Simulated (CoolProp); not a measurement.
Vapour-liquid equilibrium of nitrogen (1) + methane (2) at -170.45 °C; x and y are mole fractions of (1).

Computed with CoolProp (multi-fluid Helmholtz-energy mixture model, Span 2000 and Setzmann 1991; pair parameters Kunz 2012).

| x | bubble pressure (bar) | y at the bubble point | dew pressure at overall composition x (bar) | liquid density (mol/L) |
|---|---|---|---|---|
| 0.05 | 1.247 | 0.640 | 0.4757 | 27.04 |
| 0.15 | 2.557 | 0.831 | 0.5322 | ? |
| 0.25 | 3.597 | 0.885 | 0.6037 | ? |
| 0.35 | 4.454 | 0.913 | ? | ? |
| 0.45 | 5.197 | 0.930 | 0.8225 | 26.21 |
| 0.55 | 5.876 | 0.943 | 1.002 | 25.93 |
| 0.65 | 6.538 | 0.955 | 1.281 | ? |
| 0.75 | ? | ? | 1.771 | 25.24 |
| 0.85 | 7.978 | 0.978 | 2.846 | 24.81 |
| 0.95 | 8.846 | ? | 6.248 | 24.30 |

Question: Some entries are withheld; supply them.

Answer: 
- 0.15, liquid density (mol/L): 26.86
- 0.25, liquid density (mol/L): 26.67
- 0.35, dew pressure at overall composition x (bar): 0.6967
- 0.35, liquid density (mol/L): 26.45
- 0.65, liquid density (mol/L): 25.61
- 0.75, bubble pressure (bar): 7.225
- 0.75, y at the bubble point: 0.966
- 0.95, y at the bubble point: 0.992

No azeotrope shows between x = 0.05 and 0.95.

The pair parameters rest on a limited set of measurements; away from them the model extrapolates. The gap from Raoult's law changes sign with composition, which may be real or a fault of the pair parameters; it wasn't checked against measurements.
